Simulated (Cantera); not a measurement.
Charge: 1 mol SiC, 0.24 mol N₂O, 940 mol H₂, 0.0016 mol H₂O, at 1625 K.

These are equilibrium values from Cantera (NASA tables, ideal gas, pure condensed phases), not measurements of a reactor. Candidate condensed phases: C, C₆H₆, C₇H₈, C₈H₁₈, H₂O, Si, SiC, SiO₂, Si₂N₂O, Si₃N₄; 151 gas species. Mutual solubility and eutectic melting of coexisting phases are not modelled. Rates play no part.

Q: What share of the Si ends up in condensed phases as a function of P (Pa), at 0.100, 1.50, 22, 320, 4600, 68000, 1000000?

A: 
```csv
P (Pa),Si condensed (%),as
0.100,0.0,-
1.50,73.1,SiC(s)
22,82.8,SiC(s)
320,87.2,SiC(s)
4600,87.5,SiC(s)
68000,85.6,SiC(s)
1000000,98.2,SiC(s) + Si₂N₂O(s)
```
